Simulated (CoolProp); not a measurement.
Properties of neopentane at several states (Tc = 433.7 K, pc = 3196 kPa, ω = 0.196).

The numbers come from the reference Helmholtz-energy equation of state, Lemmon 2006 in CoolProp. It is a short technical equation, of lower accuracy than the large ones.

| T (K) | p (kPa) | phase | density (kg/m³) | cp (kJ/(kg K)) | speed of sound (m/s) | expansivity (1/kK) | fugacity coefficient |
|---|---|---|---|---|---|---|---|
| 395.3 | 366 | gas | ? | 2.191 | 208.7 | ? | ? |
| 536.8 | 36.6 | gas | 0.5928 | ? | 253.7 | 1.875 | 0.9981 |
| 514.1 | 10700 | supercritical | ? | ? | 275.4 | 5.221 | ? |
| 537.4 | 20.2 | gas | 0.3265 | 2.738 | ? | 1.867 | 0.9989 |

Problem. Some entries are withheld; supply them.

Solution. 
- 395.3, density (kg/m³): 8.494
- 395.3, expansivity (1/kK): 3.020
- 395.3, fugacity coefficient: 0.9485
- 536.8, cp (kJ/(kg K)): 2.736
- 514.1, density (kg/m³): 317.5
- 514.1, cp (kJ/(kg K)): 3.430
- 514.1, fugacity coefficient: 0.5209
- 537.4, speed of sound (m/s): 254.0
